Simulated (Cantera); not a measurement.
Input (Python, Cantera):

```python
import numpy as np
import cantera as ct

gas = ct.Solution("gri30.yaml")
gas.TPX = 1373, 260000, {'CH4': 1, 'O2': 1.11, 'N2': 5.44}
reactor = ct.IdealGasReactor(gas, energy="on", clone=False)
net = ct.ReactorNet([reactor])
net.rtol, net.atol = 1e-08, 1e-16
show = ['CH4', 'O2', 'N2O', 'CH2CO', 'CH2']
times = np.geomspace(9e-06, 6, 15)

steps = ct.SolutionArray(gas, extra=["t"])
rows = []
print(f"{'t/s':>10s}{'T/K':>9s}{'P/Pa':>11s}" + "".join(f"{s:>11s}" for s in show))
for t in times:
    while net.time < t:
        t_next = net.step()
        steps.append(gas.state, t=t_next)
    rows.append([np.interp(t, steps.t, y) for y in (steps.T, steps.P, *steps(*show).X.T)])
    print(f"{t:10.3e}{rows[-1][0]:9.1f}{rows[-1][1]:11.4g}" + "".join(f"{x:11.3e}" for x in rows[-1][2:]))
rate = np.gradient(steps.T, steps.t)
print("integrator steps:", len(steps.t))
if steps.T.max() > steps.T[0] + 200:
    print(f"time of steepest temperature rise: {steps.t[rate.argmax()]:.4e} s")
gas.TPX = 1373, 260000, {'CH4': 1, 'O2': 1.11, 'N2': 5.44}
gas.equilibrate("UV")
print(f"equilibrium (UV): T = {gas.T:.1f} K  " + "  ".join(f"{s} {gas[s].X[0]:.3e}" for s in show))
```

Result:

```
       t/s      T/K       P/Pa        CH4         O2        N2O      CH2CO        CH2
 9.000e-06   1373.0    2.6e+05  1.324e-01  1.470e-01  4.289e-13  9.685e-19  7.550e-15
 2.346e-05   1373.0    2.6e+05  1.324e-01  1.470e-01  2.588e-12  1.730e-16  6.616e-14
 6.113e-05   1373.0    2.6e+05  1.324e-01  1.470e-01  1.488e-11  4.398e-14  7.791e-13
 1.593e-04   1373.0    2.6e+05  1.324e-01  1.470e-01  6.749e-11  1.594e-11  9.470e-12
 4.152e-04   1373.5  2.601e+05  1.323e-01  1.469e-01  2.244e-10  2.136e-09  3.592e-11
 1.082e-03   1376.6  2.607e+05  1.316e-01  1.465e-01  9.438e-10  7.701e-08  8.708e-11
 2.820e-03   1411.4  2.676e+05  1.253e-01  1.423e-01  8.609e-09  9.485e-06  1.425e-09
 7.348e-03   2662.9  5.664e+05  5.537e-11  3.701e-05  4.325e-08  1.846e-13  6.747e-12
 1.915e-02   2662.9  5.664e+05  5.537e-11  3.701e-05  4.325e-08  1.846e-13  6.747e-12
 4.991e-02   2662.9  5.664e+05  5.537e-11  3.701e-05  4.325e-08  1.846e-13  6.747e-12
 1.301e-01   2662.9  5.664e+05  5.537e-11  3.701e-05  4.325e-08  1.846e-13  6.747e-12
 3.390e-01   2662.9  5.664e+05  5.537e-11  3.701e-05  4.325e-08  1.846e-13  6.747e-12
 8.834e-01   2662.9  5.664e+05  5.537e-11  3.701e-05  4.325e-08  1.846e-13  6.747e-12
 2.302e+00   2662.9  5.664e+05  5.537e-11  3.701e-05  4.325e-08  1.846e-13  6.747e-12
 6.000e+00   2662.9  5.664e+05  5.537e-11  3.701e-05  4.325e-08  1.846e-13  6.747e-12
integrator steps: 2146
time of steepest temperature rise: 3.6013e-03 s
equilibrium (UV): T = 2662.9 K  CH4 6.233e-11  O2 3.701e-05  N2O 4.325e-08  CH2CO 2.027e-13  CH2 7.365e-12
```

Computed with Cantera and GRI-Mech 3.0 (53 species, 325 reactions).
